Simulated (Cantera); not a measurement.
What does this Cantera script print?

```python
import numpy as np
import cantera as ct

gas = ct.Solution("gri30.yaml")


def delay(T, t_max=10):
    gas.TPX = T, 490000, {'CH4': 1, 'CO': 0.31, 'O2': 1.13, 'N2': 4.26, 'H2O': 1.8}
    reactor = ct.IdealGasConstPressureReactor(gas, clone=False)
    net = ct.ReactorNet([reactor])
    net.rtol, net.atol = 1e-8, 1e-16
    while net.time < t_max:
        t_old, T_old = net.time, reactor.T
        net.step()
        if reactor.T > T + 400:  # ignition: a rise of 400 K
            return t_old + (T + 400 - T_old) / (reactor.T - T_old) * (net.time - t_old)
    return np.nan


taus = []
for T in [1173, 1273, 1373, 1473, 1573, 1673, 1773, 1873]:
    taus.append(delay(T))
    print(f"T0 = {T:6g} K   tau = {taus[-1]:.4e} s")
```

Output:

```
T0 =   1173 K   tau = 4.1659e-02 s
T0 =   1273 K   tau = 1.1386e-02 s
T0 =   1373 K   tau = 3.4384e-03 s
T0 =   1473 K   tau = 1.0993e-03 s
T0 =   1573 K   tau = 3.7195e-04 s
T0 =   1673 K   tau = 1.3661e-04 s
T0 =   1773 K   tau = 5.6015e-05 s
T0 =   1873 K   tau = 2.5977e-05 s
```

Cantera simulation using GRI-Mech 3.0 (53 species, 325 reactions); the numbers are that mechanism's predictions, not measurements.
